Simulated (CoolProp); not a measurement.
Vapour pressure (MPa) of nitrogen: the reference equation beside estimates from Tc = -147.0 °C, pc = 3.396 MPa, ω = 0.037. Clausius-Clapeyron is anchored at -200.05 °C with a constant enthalpy of vaporisation of 5.728 kJ/mol.

Computed with CoolProp (reference Helmholtz-energy equation of state, Span 2000).

```csv
T (°C),reference,Lee-Kesler,Clausius-Clapeyron,van der Waals,Redlich-Kwong,Soave-Redlich-Kwong
-200.05,0.05944,0.05898,0.05944,0.2401,0.04760,0.05842
-195.55,0.1043,0.1038,0.1027,0.3395,0.08961,0.1031
-191.15,0.1695,0.1691,0.1653,0.4605,0.1533,0.1684
-186.65,0.2638,0.2637,0.2559,0.6111,0.2481,0.2633
-182.25,0.3890,0.3893,0.3763,0.7865,0.3764,0.3899
-177.75,0.5573,0.5578,0.5380,0.9967,0.5505,0.5605
-173.25,0.7729,0.7732,0.7448,1.240,0.7747,0.7796
-168.85,1.036,1.036,0.9962,1.511,1.048,1.047
-164.35,1.366,1.365,1.309,1.824,1.390,1.383
-159.95,1.756,1.753,1.674,2.166,1.790,1.778
-155.45,2.233,2.230,2.113,2.555,2.271,2.258
-151.05,2.786,2.785,2.609,2.972,2.817,2.807
```

Absolute difference from the reference over all 12 rows, mean and median: Lee-Kesler 0.2 and 0.1 %, Clausius-Clapeyron 3.5 and 3.5 %, van der Waals 99.8 and 69.6 %, Redlich-Kwong 5.2 and 1.8 %, Soave-Redlich-Kwong 0.9 and 1.0 %.
